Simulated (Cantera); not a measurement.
A perfectly stirred reactor is fed with CH4 : C2H6 : C3H8 : O2 : N2 = 1 : 0.057 : 0.054 : 1.9 : 7.14 (molar parts), equivalence ratio 1.3, at 7500 Torr; it is adiabatic with a 423 K inlet, and is followed from long to short residence time, starting on the burning branch (τ in s: 0.055, 0.026, 0.012, 0.0059, 0.0028, 0.0013, 0.00063, 0.0003, 0.00014, 6.7e-05, 3.2e-05, 1.5e-05, 7.2e-06).

Computed with Cantera and GRI-Mech 3.0 (53 species, 325 reactions).

Q: What does this change do: O2 1.9 to 1.3 parts?

A: 
```
quantity                                                                       before                               after
------------------------------------------------  -----------------------------------  ----------------------------------
blow-out, bracketed by the residence times tried  burning at 0.140 ms, out at 67.0 µs  burning at 2.80 ms, out at 1.30 ms
x(CH4) at τ = 55.0 ms                                                        0.000108                              0.0222
x(C2H6) at τ = 55.0 ms                                                        2.87e-8                             8.94e-5
x(C3H8) at τ = 55.0 ms                                                        1.72e-8                             2.12e-6
x(CH3) at τ = 55.0 ms                                                         1.67e-5                             7.04e-5
x(H2O) at τ = 55.0 ms                                                           0.179                               0.129
x(CH4) at τ = 0.630 ms                                                        0.00187                               0.105
x(C2H6) at τ = 0.630 ms                                                       5.61e-6                             0.00597
x(C3H8) at τ = 0.630 ms                                                       1.31e-6                             0.00565
x(CH3) at τ = 0.630 ms                                                       0.000444                              <1e-12
x(H2O) at τ = 0.630 ms                                                          0.180                              <1e-12
```
